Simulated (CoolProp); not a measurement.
Vapour-liquid equilibrium of ethane (1) + n-butane (2) at -13.75 °C; x and y are mole fractions of (1).

Computed with CoolProp (multi-fluid Helmholtz-energy mixture model, Bücker 2006 and Bücker 2006; pair parameters Kunz 2012).

```tsv
x	bubble pressure (MPa)	y at the bubble point	dew pressure at overall composition x (MPa)	liquid density (mol/L)
0.05	0.1278	0.545	0.06253	10.77
0.2	0.3442	0.846	0.07402	11.34
0.35	0.5725	0.917	0.09064	11.93
0.5	0.8078	0.950	0.1168	12.55
0.65	1.049	0.969	0.1639	13.16
0.8	1.301	0.983	0.2742	13.75
0.95	1.580	0.996	0.8096	14.21
```

No azeotrope shows between x = 0.05 and 0.95.

Pair parameters are fitted to limited data, so mixtures are less certain than the pure fluids.
